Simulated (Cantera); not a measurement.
Mixture: CH₄ : CO : O₂ : N₂ = 1 : 0.13 : 2.49 : 9.35 (molar parts), at 7.30 bar, adiabatic and at constant volume. Ignition delay is the time to a rise of 400 K.

Model: GRI-Mech 3.0 (53 species, 325 reactions), integrated in Cantera.

**Question.** What does this change do: constant pressure in place of constant volume?

**Answer.** 
```json
[
 {"quantity": "delay at 1048 K", "before": "63.2 ms", "after": "65.1 ms"},
 {"quantity": "delay at 1198 K", "before": "6.81 ms", "after": "7.12 ms"},
 {"quantity": "delay at 1348 K", "before": "1.08 ms", "after": "1.15 ms"},
 {"quantity": "delay at 1498 K", "before": "0.223 ms", "after": "0.238 ms"},
 {"quantity": "delay at 1648 K", "before": "58.0 µs", "after": "62.1 µs"},
 {"quantity": "apparent activation energy between 1498 and 1648 K", "before": "180 kJ/mol", "after": "180 kJ/mol"}
]
```

**Question.** What does this change do: pressure from 7.30 bar to 1.00 bar?

**Answer.** 
| quantity | before | after |
|---|---|---|
| delay at 1048 K | 63.2 ms | 0.494 s |
| delay at 1198 K | 6.81 ms | 43.8 ms |
| delay at 1348 K | 1.08 ms | 5.70 ms |
| delay at 1498 K | 0.223 ms | 1.07 ms |
| delay at 1648 K | 58.0 µs | 0.291 ms |
| apparent activation energy between 1498 and 1648 K | 180 kJ/mol | 180 kJ/mol |
